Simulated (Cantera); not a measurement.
A freely propagating, adiabatic, planar premixed flame of H2 : O2 : N2 : H2O = 1 : 0.694 : 2.29 : 0.0044 (molar parts), unburnt at 623 K and 0.118 atm; mixture-averaged transport, grid criteria slope 0.08 and curve 0.16, no radiation.

Detailed kinetics in Cantera: the H2/O2 subset of GRI-Mech 3.0, which has no nitrogen chemistry. Burning velocities carry a grid error of a few per cent, more on coarse grids.

x: mole fraction of selected species; z is measured from the peak of heat release.

```tsv
z (mm)	T (K)	u (m/s)	x H2	x O2	x H	x H2O	x OH	x H2O2
-22.1	623	5.97	0.251	0.174	<1e-8	0.00110	<1e-8	<1e-8
-14.7	623	5.97	0.251	0.174	<1e-8	0.00110	<1e-8	<1e-8
-11.0	623	5.97	0.251	0.174	<1e-8	0.00110	<1e-8	<1e-8
-7.36	623	5.97	0.251	0.174	1.88e-7	0.00110	<1e-8	<1e-8
-3.68	629	6.02	0.249	0.174	0.000298	0.00154	2.36e-5	4.07e-7
-1.84	738	6.99	0.228	0.171	0.00756	0.0122	0.000312	6.09e-7
0	1096	10.1	0.106	0.126	0.0545	0.104	0.00352	8.95e-7
1.84	1364	12.4	0.0320	0.0760	0.0690	0.189	0.00885	9.85e-7
3.68	1487	13.4	0.0286	0.0698	0.0594	0.200	0.0115	7.14e-7
7.36	1628	14.5	0.0284	0.0664	0.0467	0.208	0.0146	4.09e-7
14.7	1782	15.7	0.0267	0.0632	0.0339	0.218	0.0175	2.11e-7
29.4	1938	16.9	…	0.0602	…	0.230	0.0196	…
58.9	2086	18.0	…	0.0577	…	0.243	0.0200	…
```

Problem. Some entries are withheld; supply them.

Solution. 
- 29.4, x H2: 0.0232
- 29.4, x H: 0.0223
- 29.4, x H2O2: 1.14e-7
- 58.9, x H2: 0.0183
- 58.9, x H: 0.0129
- 58.9, x H2O2: 7.21e-8
